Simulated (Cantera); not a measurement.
An isothermal, constant-pressure homogeneous reactor starts with 38.2 % C3H8, 61.8 % H2, at 1975 K and 0.0267 bar.

Computed with Cantera and GRI-Mech 3.0 (53 species, 325 reactions). GRI-Mech 3.0 was tuned for natural gas; its chemistry of propane as a main component is partial and can be far from experiment. GRI-Mech 3.0 stops at C3 and has no aromatics, soot or wall deposition, so with more carbon than oxygen in the feed, carbon stays in small species such as C2H2 where larger ones or solid carbon would form. Radical loss at walls, strong at low pressure, is not modelled.

x: mole fraction; the columns are a selection and need not sum to one.

```csv
t (s),x C3H8,x H2,x C2H4,x CH2,x C2H2,x H,x CH4
8.00e-6,0.272,0.578,0.0249,?,7.60e-5,0.00207,0.0126
2.59e-5,0.0820,0.494,0.124,?,0.00575,0.00618,0.0891
8.37e-5,0.000160,0.502,0.108,?,0.105,0.0104,0.183
0.000270,1.17e-6,0.578,0.0338,?,0.192,0.00512,0.162
0.000875,2.06e-7,0.620,0.00749,?,0.226,0.00337,0.129
0.00283,4.91e-8,0.657,0.00220,?,0.241,0.00312,0.0883
0.00915,6.37e-9,0.695,0.000583,?,0.255,0.00356,0.0424
0.0296,2.27e-10,0.719,0.000106,?,0.263,0.00468,0.0120
0.0956,1.82e-12,0.726,4.37e-5,?,0.265,0.00657,0.00198
0.309,<1e-12,0.726,3.99e-5,?,0.266,0.00717,0.000393
1.00,<1e-12,0.727,3.98e-5,?,0.266,0.00719,0.000166
```

Q: Complete the blanks.

A: 
- 8.00e-6, x CH2: 7.74e-5
- 2.59e-5, x CH2: 0.000286
- 8.37e-5, x CH2: 0.000194
- 0.000270, x CH2: 6.55e-5
- 0.000875, x CH2: 3.11e-5
- 0.00283, x CH2: 2.09e-5
- 0.00915, x CH2: 1.53e-5
- 0.0296, x CH2: 9.55e-6
- 0.0956, x CH2: 3.77e-6
- 0.309, x CH2: 9.50e-7
- 1.00, x CH2: 4.09e-7
